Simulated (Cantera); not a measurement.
An isothermal, constant-pressure homogeneous reactor starts with H2 : O2 : N2 = 0.0087 : 1 : 0.98 (molar parts), equivalence ratio 0.0043, at 1175 K and 20.0 Torr.

Computed with Cantera and the H2/O2 subset of GRI-Mech 3.0, which has no nitrogen chemistry. Radical loss at walls, strong at low pressure, is not modelled.

One state of this run: x H2 = 1.15e-6; x O2 = 0.502; x H2O2 = 8.42e-9; x H = 2.87e-6; x H2O = 0.00434; x OH = 8.27e-5. x: mole fraction; the columns are a selection and need not sum to one.

Question: Which value of t (s) does it belong to?
(A) 0.00559
(B) 0.110
(C) 0.485
(D) 0.0247

Answer: C, 0.485
